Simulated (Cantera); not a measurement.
Input: 1 mol Cu2O, a varied amount of H2, 2.5 mol N2, equilibrated at 1773.15 K and 0.460 bar.

Equilibrium computed with Cantera from the NASA thermochemical tables; the gas is ideal and each condensed phase is pure. Candidate condensed phases: Cu, CuO, Cu(OH)2, Cu2O, H2O; 27 gas species. Rates play no part.

Question: At 58 mol H2, list the 4 most abundant gas species with their mole fractions, and the condensed phases.

Answer: H2 0.941, N2 0.0413, H2O 0.0165, Cu 0.000859. Condensed: Cu(l).
